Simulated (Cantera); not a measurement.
Input: 1 mol SiH4, 3.2 mol HCl, 12 mol H2, equilibrated at 900 K and 17000 Pa.

Cantera equilibrium calculation (NASA polynomials, part measured and part estimated; ideal gas, pure solids and liquids). Candidate condensed phases: Si; 19 gas species. The tables' values for SiCl3 are old estimates; treat these amounts as uncertain. Rates play no part.

Base state: H2 0.942, SiCl4 0.0344, SiHCl3 0.0169, HCl 0.00544, SiH2Cl2 0.000787, SiCl3 0.000176, SiCl2 4.27e-5 (mole fractions); condensed: Si(s).

Q: What changes in the equilibrium state with this change: SiH4 replaced by CH3SiCl3?

A: 
```csv
species,before,after
H2,0.942,0.775
HCl,0.00544,0.133
SiCl4,0.0344,0.0590
CH4,0,0.0319
SiHCl3,0.0169,0.000977
SiH2Cl2,0.000787,1.53e-6
SiCl2,4.27e-5,1.01e-7
SiCl3,0.000176,1.12e-5
"Si(s), mol",0.146,0
"C(graphite), mol",0,0.469
```
The feed counts by its element totals alone. Further candidate phases: C, C6H6, C7H8, C8H18, SiC.

Q: What changes in the equilibrium state with this change: HCl from 3.2 to 0.94 mol?

A: 
| species | before | after |
|---|---|---|
| H2 | 0.942 | 0.979 |
| SiCl4 | 0.0344 | 0.00970 |
| SiHCl3 | 0.0169 | 0.00667 |
| SiCl3 | 0.000176 | 6.80e-5 |
| SiCl2 | 4.27e-5 | 2.27e-5 |
| SiH2Cl2 | 0.000787 | 0.000435 |
| Si(s), mol | 0.146 | 0.752 |
